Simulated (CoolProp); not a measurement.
Saturation properties of 1,2-dichloroethane (Tc = 288.4 °C, pc = 5.226 MPa, ω = 0.269).

Model: reference Helmholtz-energy equation of state, Thol 2015, in CoolProp.

```csv
T (°C),p (MPa),vapour density (kg/m³),enthalpy of vaporisation (kJ/kg)
30.65,0.01369,(withheld),(withheld)
48.25,0.02906,1.089,343.0
65.75,0.05611,2.009,333.9
83.35,0.1009,3.470,324.4
100.85,(withheld),5.641,(withheld)
118.45,(withheld),8.773,303.5
136.05,(withheld),13.12,291.9
153.55,0.6068,18.99,279.3
171.15,0.8624,(withheld),265.5
188.65,1.189,(withheld),250.4
206.25,1.603,50.90,233.3
223.75,2.114,69.18,213.7
```

**Question.** Some entries are withheld; supply them.

**Answer.** 
- 30.65, vapour density (kg/m³): 0.5398
- 30.65, enthalpy of vaporisation (kJ/kg): 351.8
- 100.85, p (MPa): 0.1696
- 100.85, enthalpy of vaporisation (kJ/kg): 314.3
- 118.45, p (MPa): 0.2711
- 136.05, p (MPa): 0.4140
- 171.15, vapour density (kg/m³): 26.84
- 188.65, vapour density (kg/m³): 37.17

It boils at 83.5 °C under 1 atm.
